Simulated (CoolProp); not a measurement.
Propane along the isotherm 231.5 K: density (kg/m³) from the reference equation and from simpler models built on Tc = 369.9 K, pc = 4.251 MPa, ω = 0.152; each cubic takes its own stable root.

Model: reference Helmholtz-energy equation of state, Lemmon 2009, in CoolProp.

| p (MPa) | phase | reference |
|---|---|---|
| 0.0672 | gas | 1.578 |
| 0.127 | liquid | 580.4 |
| 0.242 | liquid | 580.5 |
| 0.458 | liquid | 580.8 |
| 0.868 | liquid | 581.2 |
| 1.65 | liquid | 582.1 |
| 3.12 | liquid | 583.7 |
| 5.91 | liquid | 586.7 |
| 11.2 | liquid | 592.0 |
| 21.3 | liquid | 601.1 |

Q: How far does each simpler model (van der Waals, Redlich-Kwong, Soave-Redlich-Kwong, Peng-Robinson) lie from the reference over these 10 states: mean and median of the absolute difference, and the worst?

A: 
- van der Waals: mean 50.8 %, median 35.9 %, worst -99.5 % at 231.5 K and 0.127 MPa
- Redlich-Kwong: mean 14.9 %, median 6.4 %, worst -99.5 % at 231.5 K and 0.127 MPa
- Soave-Redlich-Kwong: mean 4.5 %, median 5.1 %, worst -5.3 % at 231.5 K and 0.127 MPa
- Peng-Robinson: mean 6.5 %, median 7.1 %, worst +7.7 % at 231.5 K and 21.3 MPa

At some of these states van der Waals, Redlich-Kwong gives the other phase, because its saturation line lies elsewhere.
